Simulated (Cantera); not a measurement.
A perfectly stirred reactor is fed with CH₄ : O₂ : N₂ = 0.018 : 0.023 : 1 (molar parts), equivalence ratio 1.6, at 101000 Pa; it is held at 1350 K, and followed from long to short residence time.

Model: GRI-Mech 3.0 (53 species, 325 reactions), integrated in Cantera. The temperature is held fixed by assumption; the heat of reaction is taken as removed at once.

x: mole fraction; the columns are a selection and need not sum to one.

| τ (s) | x CH₄ | x O₂ | x H₂ | x CH₃ | x CO |
|---|---|---|---|---|---|
| 1.0 | 0.00182 | 0.00106 | 0.00742 | 1.69e-5 | 0.00857 |
| 0.50 | 0.00192 | ___ | 0.00732 | ___ | 0.00901 |
| 0.25 | 0.00212 | 0.00216 | 0.00724 | 3.09e-5 | 0.00936 |
| 0.13 | 0.00245 | 0.00311 | 0.00718 | 4.11e-5 | 0.00956 |
| 0.064 | 0.00310 | 0.00476 | 0.00714 | 5.54e-5 | 0.00946 |
| 0.032 | ___ | ___ | 0.00691 | ___ | ___ |
| 0.016 | 0.0171 | 0.0220 | 4.89e-5 | 1.12e-5 | 2.98e-5 |
| 0.0080 | 0.0172 | 0.0221 | 9.75e-6 | 6.80e-6 | 3.49e-6 |
| 0.0040 | 0.0173 | 0.0221 | 2.58e-6 | 4.24e-6 | 4.27e-7 |
| 0.0020 | 0.0173 | 0.0221 | 7.47e-7 | 2.26e-6 | 4.31e-8 |

**Question.** Complete the blanks.

**Answer.** 
- 0.50, x O₂: 0.00150
- 0.50, x CH₃: 2.29e-5
- 0.032, x CH₄: 0.00448
- 0.032, x O₂: 0.00776
- 0.032, x CH₃: 7.23e-5
- 0.032, x CO: 0.00854
